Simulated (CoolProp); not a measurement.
Values from CoolProp's reference Helmholtz-energy equation of state, de Reuck 1990.

Problem. For fluorine, give the phase and the density (kg/m³), cv (kJ/(kg K)), isothermal compressibility (1/MPa), expansivity (1/kK) at 160.1 K and 14.6 bar; 160.1 K and 17.5 bar; 160.1 K and 26.2 bar.

Solution. 
- 160.1 K and 14.6 bar: gas; density 44.8, cv 0.582, isothermal compressibility 0.740, expansivity 7.84
- 160.1 K and 17.5 bar: gas; density 54.6, cv 0.588, isothermal compressibility 0.628, expansivity 8.24
- 160.1 K and 26.2 bar: gas; density 86.1, cv 0.605, isothermal compressibility 0.445, expansivity 9.68
